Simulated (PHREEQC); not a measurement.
Consider water at 25 °C with 3.3 mol KCl, 1.7 mol SrCl2 and 5.6e-05 mol H4SiO4 per kg of water. Closed to the air; pH follows from the charge balance.

The numbers come from PHREEQC with the Pitzer model, pitzer.dat.

The ionic strength comes out as 8.40 mol/kgw. What activity coefficients do Sr+2, Cl-, K+ get?

Sr+2 1.8, Cl- 0.67, K+ 0.91. Single-ion values are on the MacInnes scale.

No solid was allowed to form. The solution is supersaturated, for example in Sylvite, so a real one may precipitate; this is no full list. In brines, pH and single-ion activities rest on the MacInnes convention.
